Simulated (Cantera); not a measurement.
## Transport properties of process gases

Gas mixture: 45.6 % H₂O, 54.4 % NH₃, at 0.000740 bar, frozen composition.

Cantera's kinetic-theory transport with the Lennard-Jones parameters of GRI-Mech 3.0, ideal gas; thermal conductivity in the multicomponent form. Polar gases are described roughly by these parameters. The composition is frozen, though it would react at the higher temperatures.

```tsv
T (K)	ρ (kg/m³)	cp (J/kg/K)	μ (µPa s)	λ (mW/m/K)	Pr	D (cm²/s) OH	D (cm²/s) H	D (cm²/s) CH₄
400	0.000389	2097	13.9	41.2	0.710	839	2950	537
550	0.000283	2292	19.4	62.6	0.709	1500	5370	981
700	0.000222	2486	24.7	86.5	0.711	2290	8330	1530
850	0.000183	2663	29.9	112	0.713	3210	11800	2160
1000	0.000156	2836	34.8	138	0.716	4240	15600	2880
1150	0.000135	2993	39.6	165	0.718	5380	19900	3680
1300	0.000120	3134	44.1	192	0.720	6620	24600	4540
```
D: mixture-averaged diffusion coefficient of that species in the mixture.
